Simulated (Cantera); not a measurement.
## Boron, boron nitride and boron oxide: B2O3 + H2O + H2

Feed: 1 mol B2O3, 0.068 mol H2O, 0.28 mol H2.

Equilibrium computed with Cantera from the NASA thermochemical tables; the gas is ideal and each condensed phase is pure. Candidate condensed phases: B, B2O3, B3O3H3, H2O; 23 gas species. Gases not in the tables: H3BO3. Rates play no part.

Stable condensed phases:

```
T in K \ P in Pa
             10     32    100    320   1000   3200  10000  32000 100000
   2400       A      A      A      A      A      A      A      A      A
   2300       A      A      A      A      A      A      A      A      A
   2200       A      A      A      A      A      A      A      A      B
   2100       A      A      A      A      A      A      A      B      B
   2000       A      A      A      A      A      A      B      B      B
   1900       A      A      A      A      A      B      B      B      B
   1800       A      A      A      A      B      B      B      B      B
   1700       A      A      A      B      B      B      B      B      B
   1600       A      B      B      B      B      B      B      B      B
   1500       B      B      B      B      B      B      B      B      B
   1400       B      B      B      B      B      B      B      B      B
```

A: gas only; B: B2O3.
